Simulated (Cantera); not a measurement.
A closed system holds: 1 mol TEOS, 7.5 mol O2, 1.4 mol N2, 17 mol NO, equilibrated at 798.15 K and 750 Torr.

Method: chemical equilibrium by Gibbs-energy minimisation in Cantera with the NASA 1993 tables (ideal gas, pure condensed phases). Candidate condensed phases: C, C6H6, C7H8, C8H18, H2O, Si, SiC, SiO2, Si2N2O, Si3N4; 151 gas species. The feed counts by its element totals alone. Equilibrium is a limit: real reactors are often held back by kinetics, nucleation or transport.

Base state: H2O 0.313, N2 0.310, CO2 0.251, O2 0.125 (mole fractions); condensed: SiO2(α-quartz).

Task: What changes in the equilibrium state with this change: O2 from 7.5 to 0.83 mol?

Result: 
```tsv
species	before	after
N2	0.310	0.362
CO2	0.251	0.250
H2O	0.313	0.222
O2	0.125	<1e-9
H2	<1e-9	0.124
CO	<1e-9	0.0327
CH4	<1e-9	0.00955
NH3	<1e-9	8.00e-5
SiO2(α-quartz), mol	1.00	1.00
```

Task: What changes in the equilibrium state with this change: temperature from 798.15 K to 1798.15 K?

Result: 
```json
[
 {"species": "H2O", "before": "0.313", "after": "0.313"},
 {"species": "N2", "before": "0.310", "after": "0.309"},
 {"species": "CO2", "before": "0.251", "after": "0.251"},
 {"species": "NO", "before": "9.41e-7", "after": "0.00199"},
 {"species": "O2", "before": "0.125", "after": "0.124"},
 {"species": "OH", "before": "1.28e-9", "after": "0.00106"},
 {"species": "CO", "before": "<1e-9", "after": "0.000144"},
 {"species": "H2", "before": "<1e-9", "after": "4.70e-5"},
 {"species": "SiO2(α-quartz), mol", "before": "1.00", "after": "0"},
 {"species": "SiO2(condensed), mol", "before": "0", "after": "1.00"}
]
```
The tables hold silica as quartz up to 1696 K and as liquid above; real silica turns to tridymite and cristobalite and melts near 1996 K. Gases not in the tables: Si(OH)4.
